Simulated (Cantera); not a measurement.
Input (Python, Cantera) and output of one run.

```python
import numpy as np
import cantera as ct

gas_names = """
    H H2 N NH NH2 NH3 N2 N2H2 N2H4 Si SiH SiH2 SiH3 SiH4 SiN Si2 Si2N Si3
""".split()
cond_names = """
    Si(cr) Si(L) Si3N4(a)
""".split()


# ... load() reads the species with a 1 bar reference pressure and builds the phases ...
atoms = {
    'Si': {'Si': 1},
    'NH3': {'N': 1, 'H': 3},
    'N2': {'N': 2},
}
top_T = {'Si3N4(a)': 2400}  # K; cautious upper limits of use, not melting points


# ... equilibrate(T, P, feed) seeds the gas with the atoms and calls Mixture.equilibrate('TP', solver="vcs", rtol=1e-11, max_steps=5000) ...
results = []
feed = {'Si': 1, 'NH3': 2.8, 'N2': 230}  # mol
P = 89  # Pa
for T in [650, 750, 850, 950, 1050, 1150, 1250, 1350, 1450, 1550, 1650, 1750]:
    mix = equilibrate(T, P, feed)
    results.append((T, P, feed, dict(zip(mix.species_names, mix.species_moles))))

top = {s: max(r[3][s] / sum(r[3][g] for g in gas_names) for r in results) for s in gas_names}
cols = sorted((s for s in top if top[s] > 1e-06), key=lambda s: -top[s])[:7]
seen = [c for c in cond_names if any(r[3].get(c, 0) > 1e-12 for r in results)]
print("log10 of partial pressures in bar; condensed amounts in mol")
print(f"{'T/K':>10s}" + "".join(f"{s[:9]:>10s}" for s in cols + seen))
for T, P, feed, n in results:
    ng = sum(n[g] for g in gas_names)
    print(f"{T:10.4g}" + "".join(f"{np.log10(max(n[s] / ng * P / 1e5, 1e-99)):10.3f}" for s in cols)
          + "".join(f"{n.get(c, 0):10.4g}" for c in seen))
```

Output:

```
log10 of partial pressures in bar; condensed amounts in mol
       T/K        N2        H2        Si         H      Si2N       SiN       SiH     Si(L)  Si3N4(a)
       650    -3.058    -4.798   -40.538   -17.261   -51.438   -38.343   -38.962         0    0.3333
       750    -3.058    -4.798   -33.051   -14.899   -41.859   -31.704   -32.284         0    0.3333
       850    -3.058    -4.798   -27.330   -13.088   -34.541   -26.632   -27.185         0    0.3333
       950    -3.058    -4.798   -22.819   -11.654   -28.773   -22.634   -23.166         0    0.3333
      1050    -3.058    -4.798   -19.172   -10.490   -24.111   -19.403   -19.919         0    0.3333
      1150    -3.058    -4.798   -16.163    -9.526   -20.269   -16.739   -17.241         0    0.3333
      1250    -3.058    -4.798   -13.641    -8.715   -17.050   -14.506   -14.997         0    0.3333
      1350    -3.058    -4.798   -11.496    -8.022   -14.315   -12.608   -13.091         0    0.3333
      1450    -3.058    -4.799    -9.651    -7.424   -11.964   -10.975   -11.451         0    0.3333
      1550    -3.058    -4.800    -8.047    -6.902    -9.924    -9.557   -10.027         0    0.3325
      1650    -3.059    -4.804    -6.641    -6.443    -8.136    -8.313    -8.781         0    0.3112
      1750    -3.059    -4.813    -5.824    -6.040    -7.410    -7.641    -8.109    0.5673         0
```

These are equilibrium values from Cantera (NASA tables, ideal gas, pure condensed phases), not measurements of a reactor. The tables' values for SiN are old estimates; treat these amounts as uncertain.
